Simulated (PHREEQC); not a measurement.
Make-up at 20 °C: 0.027 mol HF, 0.0094 mol NH4HF2 and 0.037 mol (NH4)2SiF6 per kg of water. Closed to the air; pH follows from the charge balance.

Computed with PHREEQC (ion-association model, phreeqc.dat).

Each row changes one thing in this solution. No solid was allowed to form.

```json
[
 {"case": "as made", "pH": "2.56", "ionic strength (mol/kgw)": "0.124", "HF (mol/kgw)": "0.0317", "F- (mol/kgw)": "0.0115", "HF2- (mol/kgw)": "0.00133", "NH3 (mol/kgw)": "8.45e-9", "SI of Quartz (SiO2)": "-5.58"},
 {"case": "NH4HF2 from 0.0094 to 0.00094 mol/kgw", "pH": "2.39", "ionic strength (mol/kgw)": "0.117", "HF (mol/kgw)": "0.0225", "F- (mol/kgw)": "0.00548", "HF2- (mol/kgw)": "0.000452", "NH3 (mol/kgw)": "5.20e-9", "SI of Quartz (SiO2)": "-4.34"},
 {"case": "HF from 0.027 to 0.0405 mol/kgw", "pH": "2.44", "ionic strength (mol/kgw)": "0.125", "HF (mol/kgw)": "0.0435", "F- (mol/kgw)": "0.0120", "HF2- (mol/kgw)": "0.00191", "NH3 (mol/kgw)": "6.41e-9", "SI of Quartz (SiO2)": "-6.17"},
 {"case": "0.0027 mol/kgw H2S added", "pH": "2.56", "ionic strength (mol/kgw)": "0.124", "HF (mol/kgw)": "0.0317", "F- (mol/kgw)": "0.0115", "HF2- (mol/kgw)": "0.00133", "NH3 (mol/kgw)": "8.45e-9", "SI of Quartz (SiO2)": "-5.58"},
 {"case": "0.0062 mol/kgw NaHCO3 added", "pH": "2.78", "ionic strength (mol/kgw)": "[?]", "HF (mol/kgw)": "0.0266", "F- (mol/kgw)": "0.0160", "HF2- (mol/kgw)": "0.00156", "NH3 (mol/kgw)": "1.39e-8", "SI of Quartz (SiO2)": "-5.57"},
 {"case": "HF left out", "pH": "3.09", "ionic strength (mol/kgw)": "0.121", "HF (mol/kgw)": "0.00812", "F- (mol/kgw)": "0.0101", "HF2- (mol/kgw)": "0.000300", "NH3 (mol/kgw)": "2.92e-8", "SI of Quartz (SiO2)": "-3.10"},
 {"case": "NH4HF2 left out", "pH": "2.36", "ionic strength (mol/kgw)": "0.116", "HF (mol/kgw)": "0.0213", "F- (mol/kgw)": "0.00490", "HF2- (mol/kgw)": "0.000383", "NH3 (mol/kgw)": "4.85e-9", "SI of Quartz (SiO2)": "[?]"},
 {"case": "0.00056 mol/kgw Na2CO3 added", "pH": "2.60", "ionic strength (mol/kgw)": "0.125", "HF (mol/kgw)": "0.0308", "F- (mol/kgw)": "0.0122", "HF2- (mol/kgw)": "0.00138", "NH3 (mol/kgw)": "[?]", "SI of Quartz (SiO2)": "-5.59"}
]
```

Task: Some entries are withheld; supply them.

Result: 
- 0.0062 mol/kgw NaHCO3 added, ionic strength (mol/kgw): 0.129
- NH4HF2 left out, SI of Quartz (SiO2): -4.15
- 0.00056 mol/kgw Na2CO3 added, NH3 (mol/kgw): 9.26e-9

Species that the database lacks are ignored. SiF6-2 is the database's only silicon fluoride.
